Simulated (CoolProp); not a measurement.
Model: reference Helmholtz-energy equation of state, Lemmon 2016, in CoolProp.

For R365MFC, give the phase and the cp (kJ/(kg K)), cv (kJ/(kg K)) at 449.7 K and 0.0979 MPa; 449.7 K and 0.186 MPa; 449.7 K and 0.352 MPa.


- 449.7 K and 0.0979 MPa: gas; cp 1.25, cv 1.19
- 449.7 K and 0.186 MPa: gas; cp 1.25, cv 1.19
- 449.7 K and 0.352 MPa: gas; cp 1.26, cv 1.20
